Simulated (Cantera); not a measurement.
A closed system holds: 1 mol Zr, 10 mol N₂, at 1.10 Pa.

Method: chemical equilibrium by Gibbs-energy minimisation in Cantera with the NASA 1993 tables (ideal gas, pure condensed phases). Candidate condensed phases: Zr, ZrN; 4 gas species. ZrN: taken at fixed stoichiometry. Equilibrium is a limit: real reactors are often held back by kinetics, nucleation or transport. All values below are at 1923 K.

Base state: N₂ 1.00 (mole fractions); condensed: ZrN(s).

Problem. What changes in the equilibrium state with this change: Zr replaced by V?

Solution. 
```tsv
species	before	after
N₂	1.00	0.938
V	0	0.0623
ZrN(s), mol	1.000	0
V(s), mol	0	0.336
```
Condensed phases not in the tables: V₂N, N, O or C dissolved in the metal. Further candidate phases: V, VN.
